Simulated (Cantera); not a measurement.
A closed system holds: 1 mol Pb, 6.9 mol N2, 2.8 mol H2, at 133 Pa.

Cantera equilibrium calculation (NASA polynomials, part measured and part estimated; ideal gas, pure solids and liquids). Candidate condensed phases: Pb; 11 gas species. Rates play no part.

Question: What share of the Pb ends up in condensed phases as a function of T (°C), at 375, 425, 475, 525, 575, 625, 675, 725, 775, 825, 875?

Answer: 
```
T (°C)  Pb condensed (%)     as
------  ----------------  -----
375                100.0  Pb(l)
425                100.0  Pb(l)
475                100.0  Pb(l)
525                100.0  Pb(l)
575                 99.8  Pb(l)
625                 99.1  Pb(l)
675                 96.5  Pb(l)
725                 88.6  Pb(l)
775                 66.4  Pb(l)
825                  6.9  Pb(l)
875                  0.0      -
```
